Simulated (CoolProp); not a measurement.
Sulfur dioxide at 486.6 K and 4.17 MPa is throttled through a valve to 2.75 MPa with no heat exchange. Each further row changes one setting.

Computed with CoolProp (reference Helmholtz-energy equation of state, Gao 2016).

| case | temperature change (K) | final density (kg/m³) |
|---|---|---|
| as stated | -13.3 | 49.3 |
| outlet pressure 0.825 MPa | -33.0 | 14.5 |
| outlet pressure 3.58 MPa | -5.4 | 64.6 |
